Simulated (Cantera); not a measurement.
An isothermal, constant-pressure homogeneous reactor starts with C₂H₆ : N₂ = 1 : 63 (molar parts), at 1475 K and 14.3 Torr. Integrator tolerance rtol = 1e-08.

Model: GRI-Mech 3.0 (53 species, 325 reactions), integrated in Cantera. GRI-Mech 3.0 stops at C3 and has no aromatics, soot or wall deposition, so with more carbon than oxygen in the feed, carbon stays in small species such as C2H2 where larger ones or solid carbon would form. Radical loss at walls, strong at low pressure, is not modelled.

| quantity | before | after |
|---|---|---|
| x(C₂H₆) at 40.0 s | 1.01e-7 (gas-phase equilibrium 3.50e-12) | 2.44e-7 (gas-phase equilibrium 9.59e-12) |
| x(H₂) at 40.0 s | 0.0282 (gas-phase equilibrium 0.0303) | 0.0263 (gas-phase equilibrium 0.0303) |
| x(CH₃) at 40.0 s | 1.28e-5 (gas-phase equilibrium 6.46e-8) | 1.15e-5 (gas-phase equilibrium 6.21e-8) |
| x(HCN) at 40.0 s | 2.68e-6 (gas-phase equilibrium 0.0247) | 1.11e-6 (gas-phase equilibrium 0.0244) |
| x(CH₂) at 40.0 s | 4.54e-9 (gas-phase equilibrium 2.82e-11) | 1.81e-9 (gas-phase equilibrium 1.33e-11) |
| x(H) at 40.0 s | 1.26e-5 (gas-phase equilibrium 1.65e-5) | 5.64e-6 (gas-phase equilibrium 8.67e-6) |

Problem. Which change was made?
A) N2 63 to 260 parts
B) temperature 1475 to 1575 K
C) pressure from 14.3 Torr to 1.13 Torr
D) temperature 1475 to 1425 K

Solution. D, temperature 1475 to 1425 K
